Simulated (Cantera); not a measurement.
# Moist CO burnout

A perfectly stirred reactor is fed with 0.336 % CO, 0.681 % O₂, 8.17 % H₂O, 90.8 % N₂, equivalence ratio 0.25, at 110000 Pa; it is held at 925 K, and followed from long to short residence time.

Cantera simulation using GRI-Mech 3.0 (53 species, 325 reactions); the numbers are that mechanism's predictions, not measurements.

```
τ (s)      x CO     x O₂   x H₂O    x NO     x CO₂    x H₂O₂
------  -------  -------  ------  ------  --------  --------
10      0.00200  0.00615  0.0817  <1e-12   0.00137   9.71e-7
2.4     0.00287  0.00658  0.0817  <1e-12  0.000491   1.27e-6
0.59    0.00325  0.00676  0.0817  <1e-12  0.000113   1.05e-6
0.14    0.00335  0.00681  0.0817  <1e-12   6.98e-6   1.49e-7
0.035   0.00336  0.00681  0.0817  <1e-12   1.88e-9  1.08e-12
0.0086  0.00336  0.00681  0.0817  <1e-12  1.99e-10    <1e-12
0.0021  0.00336  0.00681  0.0817  <1e-12  3.11e-11    <1e-12
```
x: mole fraction; the columns are a selection and need not sum to one.
